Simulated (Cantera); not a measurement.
Cantera run:

```python
import numpy as np
import cantera as ct

gas_names = """
    Br Br2 Mg MgBr MgBr2 MgN MgO Mg2 N NO NO2 NO3 N2 N2O O O2 O3
""".split()
cond_names = """
    Br2(cr) Br2(L) Mg(cr) Mg(L) MgBr2(s) MgBr2(L) MgO(s) MgO(L)
""".split()


# ... load() reads the species with a 1 bar reference pressure and builds the phases ...
atoms = {
    'MgO': {'Mg': 1, 'O': 1},
    'Br2': {'Br': 2},
    'N2': {'N': 2},
}
top_T = {}  # K; cautious upper limits of use, not melting points


# ... equilibrate(T, P, feed) seeds the gas with the atoms and calls Mixture.equilibrate('TP', solver="vcs", rtol=1e-11, max_steps=5000) ...
results = []
feed = {'MgO': 1, 'Br2': 0.17, 'N2': 0.19}  # mol
T = 1423.15  # K
P = 1000  # Pa
mix = equilibrate(T, P, feed)
results.append((T, P, feed, dict(zip(mix.species_names, mix.species_moles))))
print(gas.report(threshold=1e-06))
for i in range(1, mix.n_phases):
    print(f"{mix.phase(i).name:16s} {mix.phase_moles(i):12.5e} mol")
```

Output:

```
       temperature   1423.2 K
          pressure   1000 Pa
           density   0.005609 kg/m^3
  mean mol. weight   66.37 kg/kmol
   phase of matter   gas

                          1 kg             1 kmol
                     ---------------   ---------------
          enthalpy        1.3455e+06        8.9301e+07  J
   internal energy        1.1672e+06        7.7469e+07  J
           entropy            4147.9         2.753e+05  J/K
    Gibbs function       -4.5576e+06       -3.0249e+08  J
 heat capacity c_p            428.79             28458  J/K
 heat capacity c_v            303.51             20144  J/K

                      mass frac. Y      mole frac. X     chem. pot. / RT
                     ---------------   ---------------   ---------------
                Br           0.63614           0.52839           -18.783
               Br2           0.17778          0.073832           -37.566
             MgBr2          0.021177          0.007634           -76.932
                NO        3.4959e-05        7.7325e-05           -34.603
                N2           0.16305           0.38629           -31.408
                O2         0.0018214         0.0037779           -37.798
     [  +11 minor]        2.3836e-07        8.5814e-07

Br2(L)            0.00000e+00 mol
Mg(L)             0.00000e+00 mol
MgBr2(L)          0.00000e+00 mol
MgO(s)            9.96245e-01 mol
```

These are equilibrium values from Cantera (NASA tables, ideal gas, pure condensed phases), not measurements of a reactor.
